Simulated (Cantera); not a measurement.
Feed: 1 mol Al₂O₃, 26 mol H₂, equilibrated at 190 Pa.

Method: chemical equilibrium by Gibbs-energy minimisation in Cantera with the NASA 1993 tables (ideal gas, pure condensed phases). Candidate condensed phases: Al, Al₂O₃, H₂O; 19 gas species. Rates play no part.

At 1850 K, list the 5 most abundant gas species with their mole fractions, and the condensed phases.

H₂ 0.987, H 0.0123, H₂O 0.000235, Al 0.000133, Al₂O 1.42e-5. Condensed: Al₂O₃(s).
